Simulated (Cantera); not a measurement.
An adiabatic, constant-pressure homogeneous reactor starts with CO : H2 : O2 : N2 = 1 : 0.55 : 1.02 : 12.2 (molar parts), at 1650 K and 2.70 bar.

Model: GRI-Mech 3.0 (53 species, 325 reactions), integrated in Cantera. The hydrogen kinetics of GRI-Mech 3.0 are dated; newer H2 mechanisms differ, most at raised pressure.

Problem. Predict: time of steepest temperature rise; temperature at 8.00 s; equilibrium temperature; x(CO) at 8.00 s; x(H2) at 8.00 s; x(O2) at 8.00 s; x(O) at 8.00 s; x(CO2) at 8.00 s; x(N2O) at 8.00 s; x(NO) at 8.00 s.

Solution. 
```
Item                                                                  Result
---------------------------------  -----------------------------------------
time of steepest temperature rise                                    11.2 µs
temperature at 8.00 s                                                 2359 K
equilibrium temperature                                               2359 K
x(CO) at 8.00 s                      0.00520 (gas-phase equilibrium 0.00520)
x(H2) at 8.00 s                    0.000510 (gas-phase equilibrium 0.000510)
x(O2) at 8.00 s                        0.0168 (gas-phase equilibrium 0.0168)
x(O) at 8.00 s                     0.000552 (gas-phase equilibrium 0.000552)
x(CO2) at 8.00 s                       0.0660 (gas-phase equilibrium 0.0660)
x(N2O) at 8.00 s                     5.04e-7 (gas-phase equilibrium 5.04e-7)
x(NO) at 8.00 s                      0.00527 (gas-phase equilibrium 0.00527)
```
